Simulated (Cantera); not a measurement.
# C₂H₅OH + O₂ + H₂ (carbon deposition, reforming and gasification)

A closed system holds: 1 mol C₂H₅OH, 0.016 mol O₂, 0.75 mol H₂, at 2173 K.

These are equilibrium values from Cantera (NASA tables, ideal gas, pure condensed phases), not measurements of a reactor. Candidate condensed phases: C, C₆H₆, C₇H₈, C₈H₁₈, H₂O; 110 gas species. The ideal-gas law is rough above about 30 bar. Equilibrium is a limit: real reactors are often held back by kinetics, nucleation or transport.

From 10.0 Pa to 100 bar the condensed part is C(graphite). The main C-bearing gas is CO throughout. The share of C in condensed phases is highest at 10.0 Pa (47.8 %) and lowest at 100 bar (43.8 %).

```json
[
 {"P (Pa)": "10", "x H₂": "0.484", "x H": "0.336", "x CO": "0.180", "x CH₄": "6.52e-9", "x C₂H₂ (acetylene)": "0.00107", "n C(graphite)": "0.955"},
 {"P (Pa)": "100", "x H₂": "0.671", "x H": "0.125", "x CO": "0.202", "x CH₄": "1.26e-7", "x C₂H₂ (acetylene)": "0.00148", "n C(graphite)": "0.953"},
 {"P (Pa)": "1000", "x H₂": "0.745", "x H": "0.0417", "x CO": "0.211", "x CH₄": "1.55e-6", "x C₂H₂ (acetylene)": "0.00164", "n C(graphite)": "0.952"},
 {"P (Pa)": "10000", "x H₂": "0.771", "x H": "0.0134", "x CO": "0.214", "x CH₄": "1.66e-5", "x C₂H₂ (acetylene)": "0.00170", "n C(graphite)": "0.951"},
 {"P (Pa)": "100000", "x H₂": "0.778", "x H": "0.00426", "x CO": "0.215", "x CH₄": "0.000169", "x C₂H₂ (acetylene)": "0.00172", "n C(graphite)": "0.951"},
 {"P (Pa)": "1000000", "x H₂": "0.779", "x H": "0.00135", "x CO": "0.216", "x CH₄": "0.00169", "x C₂H₂ (acetylene)": "0.00172", "n C(graphite)": "0.943"},
 {"P (Pa)": "10000000", "x H₂": "0.762", "x H": "0.000421", "x CO": "0.218", "x CH₄": "0.0162", "x C₂H₂ (acetylene)": "0.00168", "n C(graphite)": "0.877"}
]
```
x: gas mole fraction; n: condensed amount in mol.
